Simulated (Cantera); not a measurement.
Charge: 1 mol Si, 1.3 mol HF, 1.5 mol N₂, held at 69000 Pa.

Equilibrium computed with Cantera from the NASA thermochemical tables; the gas is ideal and each condensed phase is pure. Candidate condensed phases: Si, Si₃N₄; 37 gas species. N₂ is the only nitrogen source here; it is nearly inert below about 1500 K, so the nitride shown seldom forms there in practice. The tables' values for SiF₃ are old estimates; treat these amounts as uncertain. Kinetics and transport are ignored.

x: gas mole fraction; n: condensed amount in mol.

| T (°C) | x N₂ | x H₂ | x SiF₄ | x HF | x SiHF₃ | x SiF₃ | x NH₃ | n Si₃N₄(s) |
|---|---|---|---|---|---|---|---|---|
| 552 | 0.519 | 0.321 | 0.160 | 7.94e-5 | 4.27e-5 | 2.84e-8 | 0.000211 | 0.225 |
| 602 | 0.519 | 0.321 | 0.160 | 0.000139 | 7.62e-5 | 1.35e-7 | 0.000135 | 0.225 |
| 652 | 0.518 | 0.321 | 0.160 | 0.000230 | 0.000127 | 5.38e-7 | 8.97e-5 | 0.225 |
| 702 | 0.518 | 0.321 | 0.160 | 0.000361 | 0.000202 | 1.86e-6 | 6.22e-5 | 0.225 |
| 752 | 0.518 | 0.321 | 0.160 | 0.000540 | 0.000306 | 5.71e-6 | 4.46e-5 | 0.225 |
| 802 | 0.518 | 0.320 | 0.160 | [?] | [?] | 1.57e-5 | [?] | 0.225 |
| 852 | 0.518 | 0.320 | 0.160 | 0.00109 | 0.000626 | 3.95e-5 | 2.50e-5 | 0.225 |
| 902 | 0.518 | 0.320 | 0.159 | 0.00147 | 0.000854 | 9.17e-5 | 1.93e-5 | 0.225 |
| 952 | 0.518 | 0.319 | 0.159 | 0.00194 | 0.00113 | 0.000198 | 1.53e-5 | 0.225 |
| 1002 | 0.518 | 0.319 | 0.158 | 0.00250 | 0.00147 | 0.000403 | 1.23e-5 | 0.225 |
| 1052 | 0.518 | 0.318 | 0.158 | [?] | [?] | 0.000773 | [?] | 0.225 |
| 1102 | 0.518 | 0.318 | 0.157 | 0.00393 | 0.00233 | 0.00141 | 8.30e-6 | 0.225 |

Q: Some entries are withheld; supply them.

A: 
- 802, x HF: 0.000779
- 802, x SiHF₃: 0.000445
- 802, x NH₃: 3.30e-5
- 1052, x HF: 0.00317
- 1052, x SiHF₃: 0.00187
- 1052, x NH₃: 1.00e-5
